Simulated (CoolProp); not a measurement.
R404A at 298.15 K and 0.76 MPa is compressed adiabatically to 6.03 MPa with isentropic efficiency 0.75. Each further row changes one setting.

The numbers come from the reference Helmholtz-energy equation of state, Lemmon 2003 in CoolProp. It is a pseudo-pure fit of the blend.

```csv
case,work (kJ/kg),final temperature (K),final density (kg/m³)
as stated,58.1,403.4,282
efficiency 1,43.6,395.0,311
efficiency 0.65,67.0,408.9,267
```
